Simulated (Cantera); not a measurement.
Feed: 1 mol Al, 1.2 mol CO2, 5.4 mol N2, at 800 K and 0.0133 bar.

These are equilibrium values from Cantera (NASA tables, ideal gas, pure condensed phases), not measurements of a reactor. Candidate condensed phases: Al, AlN, Al2O3, C; 32 gas species. Equilibrium is a limit: real reactors are often held back by kinetics, nucleation or transport.

Base state: N2 0.871, CO 0.112, CO2 0.0165 (mole fractions); condensed: Al2O3(s) + C(graphite).

What changes in the equilibrium state with this change: pressure from 0.0133 bar to 0.00133 bar?


| species | before | after |
|---|---|---|
| N2 | 0.871 | 0.859 |
| CO | 0.112 | 0.138 |
| CO2 | 0.0165 | 0.00251 |
| Al2O3(s), mol | 0.500 | 0.500 |
| C(graphite), mol | 0.403 | 0.316 |

What changes in the equilibrium state with this change: Al replaced by Si?


```
species              before    after
-------------------  ------  -------
N2                    0.871    0.935
CO                    0.112   0.0599
CO2                  0.0165  0.00472
Al2O3(s), mol         0.500        0
C(graphite), mol      0.403    0.827
SiO2(α-quartz), mol       0     1.00
```
Further candidate phases: Si, SiC, SiO2, Si2N2O, Si3N4.

What changes in the equilibrium state with this change: temperature from 800 K to 1223.15 K?


```
species           before    after
----------------  ------  -------
N2                 0.871    0.857
CO                 0.112    0.143
CO2               0.0165  3.74e-6
Al2O3(s), mol      0.500    0.500
C(graphite), mol   0.403    0.300
```
